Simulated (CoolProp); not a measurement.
A simple Rankine cycle with isobutane: condensing at 321.15 K, boiler at 2.49 MPa, turbine inlet 535.6 K, turbine efficiency 0.75, pump efficiency 0.8, no recuperator. Each further row changes one setting.

Model: reference Helmholtz-energy equation of state, Bücker 2006, in CoolProp.

| case | thermal efficiency (%) | net work (kJ/kg) | heat in (kJ/kg) | turbine exit temperature (K) | volume ratio over the turbine |
|---|---|---|---|---|---|
| as stated | 8.4 | 65.1 | 777 | 502.0 | 3.83 |
| turbine inlet 555.6 K | 8.2 | 68.5 | 834 | 522.3 | 3.80 |
| condensing temperature 313.15 K | 9.5 | 75.4 | 797 | 497.4 | 4.68 |
| boiler pressure 1.74 MPa | 6.3 | 49.7 | 787 | 511.8 | 2.65 |
| turbine efficiency 0.65 | 7.2 | 55.9 | 777 | 505.5 | 3.86 |
